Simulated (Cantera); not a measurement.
Thermodynamics of tantalum, niobium, vanadium and zirconium in process gases, feed V + NH3 + N2

Input: 1 mol V, 0.79 mol NH3, 52 mol N2, equilibrated at 2300 K.

Method: chemical equilibrium by Gibbs-energy minimisation in Cantera with the NASA 1993 tables (ideal gas, pure condensed phases). Candidate condensed phases: V, VN; 11 gas species. VN: taken at fixed stoichiometry. Condensed phases not in the tables: V2N, N, O or C dissolved in the metal. Kinetics and transport are ignored.

```json
[
 {"P (Pa)": "0.100", "x N2": "0.940", "x H": "0.0425", "x H2": "1.93e-5", "x V": "0.0179", "n V(l)": "0", "n VN(s)": "0"},
 {"P (Pa)": "0.750", "x N2": "0.940", "x H": "0.0422", "x H2": "0.000143", "x V": "0.0179", "n V(l)": "0", "n VN(s)": "0"},
 {"P (Pa)": "5.60", "x N2": "0.940", "x H": "0.0406", "x H2": "0.000984", "x V": "0.0179", "n V(l)": "0", "n VN(s)": "0"},
 {"P (Pa)": "42", "x N2": "0.944", "x H": "0.0330", "x H2": "0.00487", "x V": "0.0180", "n V(l)": "0", "n VN(s)": "0"},
 {"P (Pa)": "320", "x N2": "0.951", "x H": "0.0188", "x H2": "0.0121", "x V": "0.0181", "n V(l)": "0", "n VN(s)": "0"},
 {"P (Pa)": "2400", "x N2": "0.969", "x H": "0.00833", "x H2": "0.0178", "x V": "0.00459", "n V(l)": "0.752", "n VN(s)": "0"},
 {"P (Pa)": "18000", "x N2": "0.976", "x H": "0.00328", "x H2": "0.0206", "x V": "0.000346", "n V(l)": "0", "n VN(s)": "0.982"},
 {"P (Pa)": "130000", "x N2": "0.977", "x H": "0.00125", "x H2": "0.0217", "x V": "1.78e-5", "n V(l)": "0", "n VN(s)": "0.999"},
 {"P (Pa)": "1000000", "x N2": "0.977", "x H": "0.000455", "x H2": "0.0221", "x V": "8.36e-7", "n V(l)": "0", "n VN(s)": "1.000"}
]
```
x: gas mole fraction; n: condensed amount in mol.

From 0.100 Pa to 320 Pa nothing is condensed. At 2400 Pa the condensed part is V(l). From 18000 Pa to 1000000 Pa the condensed part is VN(s). The main V-bearing gas is V throughout.
